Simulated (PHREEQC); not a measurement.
A solution holds 0.45 mol/kgw ZnSO4, 0.0038 mol/kgw KCl and 0.00025 mol/kgw HCl, at 20 °C. It is in equilibrium with CO2 at log p = -3.4 (atm). Otherwise closed; pH follows from the charge balance.

All values are PHREEQC results (ion-association model, wateq4f.dat), not measurements.

| quantity | before | after |
|---|---|---|
| pH | 4.20 | 1.67 |
| ionic strength (mol/kgw) | 0.810 | 0.885 |
| Zn+2 (mol/kgw) | 0.202 | 0.225 |
| SO4-2 (mol/kgw) | 0.112 | 0.103 |
| Zn(SO4)2-2 (mol/kgw) | 0.0898 | 0.0731 |
| SI of Goslarite (ZnSO4:7H2O) | -1.10 | -1.12 |
| SI of ZnCO3:H2O (ZnCO3:H2O) | -4.28 | -9.30 |

Task: Name the change that produced these shifts.
A. 0.079 mol/kgw HBr added
B. KCl from 0.0038 to 0.019 mol/kgw
C. HCl left out
D. 0.02 mol/kgw CO2 added
E. KCl from 0.0038 to 0.00038 mol/kgw

Result: A, 0.079 mol/kgw HBr added

No solid was allowed to form. The ionic strength passes 0.7 mol/kgw, the rough limit of the ion-association models, in every such run.
